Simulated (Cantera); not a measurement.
An isothermal, constant-pressure homogeneous reactor starts with 5.81 % CH₄, 72.1 % H₂O, 22.0 % H₂, at 1575 K and 13300 Pa.

Model: GRI-Mech 3.0 (53 species, 325 reactions), integrated in Cantera.

One state of this run: x CH₄ = 0.00632; x H₂O = 0.598; x H₂ = 0.350; x C₂H₂ = 0.00190; x CH₂O = 1.99e-7. x: mole fraction; the columns are a selection and need not sum to one.

Q: Which value of t (s) does it belong to?
A. 2.51
B. 3.98e-5
C. 10.0
D. 0.000631

A: C, 10.0
